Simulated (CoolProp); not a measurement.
Vapour-liquid equilibrium of methanol (1) + dimethyl carbonate (2) at 7.81 kPa; x and y are mole fractions of (1).

Computed with CoolProp (multi-fluid Helmholtz-energy mixture model, de Reuck 1993 and Zhou 2011; pair parameters Bell 2016).

**Question.** Give the bubble temperature and the first vapour's composition at x = 0.2, 0.65, 0.95. Is there an azeotrope?

**Answer.** x = 0.2: 285.6 K, y = 0.593; x = 0.65: 282.2 K, y = 0.730; x = 0.95: 283.0 K, y = 0.904. y crosses x between x = 0.65 and 0.8: the model has an azeotrope there.

The pair parameters rest on a limited set of measurements; away from them the model extrapolates.
